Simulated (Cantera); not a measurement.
Input (Python, Cantera) and output of one run.

```python
import numpy as np
import cantera as ct

gas_names = """
    H HNO HNO2 HNO3 HO2 H2 H2O H2O2 N NH NH2 NH3 NH2OH NO NO2 NO3 N2 N2H2 N2H4 N2O O OH O2 O3 Si SiH
    SiH2 SiH3 SiH4 SiN SiO SiO2 Si2 Si2N Si3
""".split()
cond_names = """
    H2O(s) H2O(L) Si(cr) Si(L) SiO2(Lqz) SiO2(hqz) SiO2(L) Si2N2O(s) Si3N4(a)
""".split()


def load(file, names, dense=False):
    # The tables refer to 1 bar. Condensed volumes are neglected.
    table = {s.name: s for s in ct.Species.list_from_file(file)}
    out = []
    for n in names:
        d = dict(table[n].input_data)
        d["thermo"] = dict(d["thermo"], **{"reference-pressure": 1e5})
        if dense:
            d["equation-of-state"] = {"model": "constant-volume", "density": "1e6 g/cm^3"}
        out.append(ct.Species.from_dict(d))
    return out


gas = ct.Solution(thermo="ideal-gas", species=load("nasa_gas.yaml", gas_names))
cond = {s.name: ct.Solution(thermo="fixed-stoichiometry", species=[s], name=s.name)
        for s in load("nasa_condensed.yaml", cond_names, dense=True)}
atoms = {
    'Si3N4': {'Si': 3, 'N': 4},
    'H2O': {'H': 2, 'O': 1},
    'N2': {'N': 2},
}
top_T = {'Si2N2O(s)': 2100, 'Si3N4(a)': 2400}  # K; cautious upper limits of use, not melting points


def equilibrate(T, P, feed):
    n = {}
    for name, mol in feed.items():
        for a, k in atoms[name].items():
            n[a] = n.get(a, 0.0) + k * mol
    gas.TPX = T, P, n
    mass = sum(n.values()) * gas.mean_molecular_weight
    gas.equilibrate("TP")
    valid = [c for c in cond.values() if c.min_temp <= T <= top_T.get(c.name, c.max_temp)]
    mix = ct.Mixture([(gas, mass / gas.mean_molecular_weight)] + [(c, 0.0) for c in valid])
    mix.T, mix.P = T, P
    mix.equilibrate("TP", solver="vcs", rtol=1e-11, max_steps=5000)
    return mix


results = []
feed = {'Si3N4': 1, 'H2O': 0.2, 'N2': 1.6}  # mol
T = 1975  # K
for P in [0.1, 1.5, 22, 320, 4600, 68000, 1000000]:
    mix = equilibrate(T, P, feed)
    results.append((T, P, feed, dict(zip(mix.species_names, mix.species_moles))))
    x = sorted(zip(gas.X, gas.species_names), reverse=True)
    print(f"T = {T:g} K  P = {P:g} Pa  gas = {mix.phase_moles(0):.4g} mol")
    print("   x: " + "  ".join(f"{s} {v:.3e}" for v, s in x if v > 0.001))
    print("   condensed (mol): " + ("  ".join(f"{mix.phase(i).name} {mix.phase_moles(i):.4g}"
          for i in range(1, mix.n_phases) if mix.phase_moles(i) > 1e-12) or "none"))
```

It prints:

```
T = 1975 K  P = 0.1 Pa  gas = 6.988 mol
   x: N2 5.151e-01  Si 4.005e-01  H 5.410e-02  SiO 2.862e-02  H2 1.563e-03
   condensed (mol): none
T = 1975 K  P = 1.5 Pa  gas = 6.918 mol
   x: N2 5.202e-01  Si 4.026e-01  H 3.643e-02  SiO 2.891e-02  H2 1.063e-02
   condensed (mol): none
T = 1975 K  P = 22 Pa  gas = 4.75 mol
   x: N2 7.573e-01  Si 1.469e-01  SiO 4.211e-02  H2 3.352e-02  H 1.689e-02  Si2 1.433e-03
   condensed (mol): Si(L) 2.073
T = 1975 K  P = 320 Pa  gas = 4.053 mol
   x: N2 8.881e-01  SiO 4.935e-02  H2 4.669e-02  Si 1.010e-02  H 5.226e-03
   condensed (mol): Si(L) 2.755
T = 1975 K  P = 4600 Pa  gas = 4.006 mol
   x: N2 8.986e-01  SiO 4.993e-02  H2 4.920e-02  H 1.415e-03
   condensed (mol): Si(L) 2.796
T = 1975 K  P = 68000 Pa  gas = 1.876 mol
   x: N2 8.897e-01  H2 1.063e-01  SiO 3.430e-03
   condensed (mol): Si2N2O(s) 0.1936  Si3N4(a) 0.8688
T = 1975 K  P = 1e+06 Pa  gas = 1.867 mol
   x: N2 8.927e-01  H2 1.070e-01
   condensed (mol): Si2N2O(s) 0.1998  Si3N4(a) 0.8667
```

These are equilibrium values from Cantera (NASA tables, ideal gas, pure condensed phases), not measurements of a reactor. Mutual solubility and eutectic melting of coexisting phases are not modelled. The tables' values for SiN are old estimates; treat these amounts as uncertain.
